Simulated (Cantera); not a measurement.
An adiabatic, constant-volume homogeneous reactor starts with 5.96 % CH4, 20.2 % O2, 64.3 % N2, 9.53 % CO2, at 1173 K and 0.520 bar.

Computed with Cantera and GRI-Mech 3.0 (53 species, 325 reactions).

Task: Predict: time of steepest temperature rise; temperature at 0.300 s; equilibrium temperature; x(O2) at 0.300 s; x(CO2) at 0.300 s; x(HCO) at 0.300 s; x(NO2) at 0.300 s.

Result: 
* **time of steepest temperature rise**: 87.3 ms
* **temperature at 0.300 s**: 2424 K
* **equilibrium temperature**: 2424 K
* **x(O2) at 0.300 s**: 0.0795 (gas-phase equilibrium 0.0795)
* **x(CO2) at 0.300 s**: 0.141 (gas-phase equilibrium 0.141)
* **x(HCO) at 0.300 s**: 1.38e-9 (gas-phase equilibrium 1.38e-9)
* **x(NO2) at 0.300 s**: 6.84e-6 (gas-phase equilibrium 6.84e-6)
